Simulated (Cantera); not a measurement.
A perfectly stirred reactor is fed with CH4 : C2H6 : O2 : N2 = 1 : 0.71 : 2.99 : 11.2 (molar parts), equivalence ratio 1.5, at 2.20 bar; it is adiabatic with a 325 K inlet, and is followed from long to short residence time, starting on the burning branch (τ in s: 0.033, 0.013, 0.0053, 0.0021, 0.00085, 0.00034, 0.00014, 5.5e-05, 2.2e-05).

Detailed kinetics in Cantera: GRI-Mech 3.0 (53 species, 325 reactions).

Q: What does this change do: 0.2 parts CO2 added?

A: 
| quantity | before | after |
|---|---|---|
| blow-out, bracketed by the residence times tried | burning at 0.850 ms, out at 0.340 ms | burning at 0.850 ms, out at 0.340 ms |
| x(CH4) at τ = 33.0 ms | 0.00204 | 0.00228 |
| x(C2H6) at τ = 33.0 ms | 3.86e-6 | 4.99e-6 |
| x(O2) at τ = 33.0 ms | 0.000443 | 0.000537 |
| x(NO) at τ = 33.0 ms | 4.21e-5 | 3.18e-5 |
| x(HCO) at τ = 33.0 ms | 9.15e-8 | 8.76e-8 |
| x(CH4) at τ = 0.850 ms | 0.00452 | 0.00493 |
| x(C2H6) at τ = 0.850 ms | 0.000118 | 0.000155 |
| x(O2) at τ = 0.850 ms | 0.00674 | 0.00803 |
| x(NO) at τ = 0.850 ms | 1.77e-5 | 1.16e-5 |
| x(HCO) at τ = 0.850 ms | 1.77e-6 | 1.74e-6 |

Q: What does this change do: 0.26 parts CO2 added?

A: 
```json
[
 {"quantity": "blow-out, bracketed by the residence times tried", "before": "burning at 0.850 ms, out at 0.340 ms", "after": "burning at 0.850 ms, out at 0.340 ms"},
 {"quantity": "x(CH4) at τ = 33.0 ms", "before": "0.00204", "after": "0.00235"},
 {"quantity": "x(C2H6) at τ = 33.0 ms", "before": "3.86e-6", "after": "5.38e-6"},
 {"quantity": "x(O2) at τ = 33.0 ms", "before": "0.000443", "after": "0.000568"},
 {"quantity": "x(NO) at τ = 33.0 ms", "before": "4.21e-5", "after": "2.91e-5"},
 {"quantity": "x(HCO) at τ = 33.0 ms", "before": "9.15e-8", "after": "8.65e-8"},
 {"quantity": "x(CH4) at τ = 0.850 ms", "before": "0.00452", "after": "0.00506"},
 {"quantity": "x(C2H6) at τ = 0.850 ms", "before": "0.000118", "after": "0.000168"},
 {"quantity": "x(O2) at τ = 0.850 ms", "before": "0.00674", "after": "0.00848"},
 {"quantity": "x(NO) at τ = 0.850 ms", "before": "1.77e-5", "after": "1.01e-5"},
 {"quantity": "x(HCO) at τ = 0.850 ms", "before": "1.77e-6", "after": "1.74e-6"}
]
```
